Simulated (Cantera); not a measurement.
A Cantera script and what it prints.

```python
import numpy as np
import cantera as ct

gas_names = """
    Cr CrN H H2 N NH NH2 NH3 N2 N2H2 N2H4
""".split()
cond_names = """
    Cr(cr) Cr(L) CrN(s) Cr2N(s)
""".split()


# ... load() reads the species with a 1 bar reference pressure and builds the phases ...
atoms = {
    'Cr': {'Cr': 1},
    'NH3': {'N': 1, 'H': 3},
    'N2': {'N': 2},
}
top_T = {'CrN(s)': 1900, 'Cr2N(s)': 1900}  # K; cautious upper limits of use, not melting points


# ... equilibrate(T, P, feed) seeds the gas with the atoms and calls Mixture.equilibrate('TP', solver="vcs", rtol=1e-11, max_steps=5000) ...
results = []
feed = {'Cr': 1, 'NH3': 0.17, 'N2': 7.1}  # mol
T = 2673  # K
P = 82000  # Pa
mix = equilibrate(T, P, feed)
results.append((T, P, feed, dict(zip(mix.species_names, mix.species_moles))))
print(gas.report(threshold=0.0001))
for i in range(1, mix.n_phases):
    print(f"{mix.phase(i).name:16s} {mix.phase_moles(i):12.5e} mol")
```

Result:

```
       temperature   2673 K
          pressure   82000 Pa
           density   0.11044 kg/m^3
  mean mol. weight   29.934 kg/kmol
   phase of matter   gas

                          1 kg             1 kmol
                     ---------------   ---------------
          enthalpy         4.211e+06        1.2605e+08  J
   internal energy        3.4686e+06        1.0383e+08  J
           entropy            8731.3        2.6136e+05  J/K
    Gibbs function       -1.9128e+07       -5.7257e+08  J
 heat capacity c_p            1192.6             35700  J/K
 heat capacity c_v            914.85             27385  J/K

                      mass frac. Y      mole frac. X     chem. pot. / RT
                     ---------------   ---------------   ---------------
                Cr           0.20487           0.11794            -8.741
                 H        0.00030468          0.009048           -12.154
                H2         0.0017209          0.025552           -24.309
                N2           0.79309           0.84745           -28.321
     [   +7 minor]        1.1148e-05        6.2882e-06

Cr(L)             0.00000e+00 mol
```

These are equilibrium values from Cantera (NASA tables, ideal gas, pure condensed phases), not measurements of a reactor.
